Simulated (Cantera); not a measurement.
CuO + CH4 + CO (carbothermic reduction)

A closed system holds: 1 mol CuO, a varied amount of CH4, 2.4 mol CO, equilibrated at 677 °C and 1.35 Torr.

Method: chemical equilibrium by Gibbs-energy minimisation in Cantera with the NASA 1993 tables (ideal gas, pure condensed phases). Candidate condensed phases: C, C6H6, C7H8, C8H18, Cu, CuO, Cu(OH)2, Cu2O, H2O; 113 gas species. Rates play no part.

| n(CH4) (mol) | log p CO | log p H2 | log p CO2 | log p H2O | log p CH4 | n Cu(s) | n C(graphite) |
|---|---|---|---|---|---|---|---|
| 0.31 | -2.94 | -3.54 | -3.49 | -4.33 | -10.03 | 1.00 | 0 |
| 0.46 | -2.94 | -3.40 | -3.67 | -4.38 | -9.57 | 1.00 | 0 |
| 0.62 | -2.94 | -3.31 | -3.89 | -4.51 | -9.16 | 1.00 | 0 |
| 0.78 | -2.94 | -3.24 | -4.19 | -4.74 | -8.73 | 1.00 | 0 |
| 0.93 | -2.94 | -3.19 | -4.73 | -5.24 | -8.10 | 1.00 | 0 |
| 1.1 | -2.96 | -3.15 | -5.70 | -6.14 | -7.08 | 1.00 | 0.108 |
| 1.2 | -2.98 | -3.13 | -5.73 | -6.14 | -7.03 | 1.00 | 0.208 |
log p: log10 of the partial pressure in bar; n: condensed amount in mol.

From 0.31 mol CH4 to 0.93 mol CH4 the condensed part is Cu(s). From 1.1 mol CH4 to 1.2 mol CH4 the condensed part is C(graphite) + Cu(s).
